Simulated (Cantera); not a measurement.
Cantera run:

```python
import numpy as np
import cantera as ct

gas_names = """
    H HNO HNO2 HNO3 HO2 H2 H2O H2O2 N NH NH2 NH3 NH2OH NO NO2 NO3 N2 N2H2 N2H4 N2O O OH O2 O3 Si SiH
    SiH2 SiH3 SiH4 SiN SiO SiO2 Si2 Si2N Si3
""".split()
cond_names = """
    H2O(s) H2O(L) Si(cr) Si(L) SiO2(Lqz) SiO2(hqz) SiO2(L) Si2N2O(s) Si3N4(a)
""".split()


# ... load() reads the species with a 1 bar reference pressure and builds the phases ...
atoms = {
    'Si3N4': {'Si': 3, 'N': 4},
    'N2O': {'N': 2, 'O': 1},
    'H2': {'H': 2},
}
top_T = {'Si2N2O(s)': 2100, 'Si3N4(a)': 2400}  # K; cautious upper limits of use, not melting points


# ... equilibrate(T, P, feed) seeds the gas with the atoms and calls Mixture.equilibrate('TP', solver="vcs", rtol=1e-11, max_steps=5000) ...
results = []
feed = {'Si3N4': 1, 'N2O': 0.011, 'H2': 100}  # mol
P = 110000  # Pa
for T in [1050, 1125, 1200, 1275, 1350, 1425, 1500, 1575, 1650, 1725, 1800, 1875, 1950, 2025]:
    mix = equilibrate(T, P, feed)
    results.append((T, P, feed, dict(zip(mix.species_names, mix.species_moles))))

top = {s: max(r[3][s] / sum(r[3][g] for g in gas_names) for r in results) for s in gas_names}
cols = sorted((s for s in top if top[s] > 0.001), key=lambda s: -top[s])[:7]
seen = [c for c in cond_names if any(r[3].get(c, 0) > 1e-12 for r in results)]
print("log10 of partial pressures in bar; condensed amounts in mol")
print(f"{'T/K':>10s}" + "".join(f"{s[:9]:>10s}" for s in cols + seen))
for T, P, feed, n in results:
    ng = sum(n[g] for g in gas_names)
    print(f"{T:10.4g}" + "".join(f"{np.log10(max(n[s] / ng * P / 1e5, 1e-99)):10.3f}" for s in cols)
          + "".join(f"{n.get(c, 0):10.4g}" for c in seen))
```

It prints:

```
log10 of partial pressures in bar; condensed amounts in mol
       T/K        H2        N2         H    Si(cr)     Si(L) Si2N2O(s)  Si3N4(a)
      1050     0.041    -3.801    -8.070         0         0     0.011    0.9927
      1125     0.041    -3.798    -7.332         0         0     0.011    0.9927
      1200     0.041    -3.796    -6.684         0         0     0.011    0.9927
      1275     0.041    -3.795    -6.112         0         0     0.011    0.9927
      1350     0.041    -3.794    -5.602         0         0     0.011    0.9927
      1425     0.041    -3.793    -5.145         0         0     0.011    0.9927
      1500     0.041    -3.791    -4.734         0         0   0.01095    0.9926
      1575     0.041    -3.714    -4.361  0.003636         0   0.01055    0.9914
      1650     0.041    -3.161    -4.021   0.07003         0  0.008847    0.9697
      1725     0.040    -2.611    -3.711         0    0.3068    0.0023    0.8926
      1800     0.038    -2.055    -3.427         0      1.18         0    0.6018
      1875     0.032    -1.664    -3.167         0     2.982         0         0
      1950     0.032    -1.664    -2.925         0     2.977         0         0
      2025     0.032    -1.664    -2.700         0     2.967         0         0
```

Cantera equilibrium calculation (NASA polynomials, part measured and part estimated; ideal gas, pure solids and liquids). Mutual solubility and eutectic melting of coexisting phases are not modelled. Gases not in the tables: Si2H6 and higher silanes.
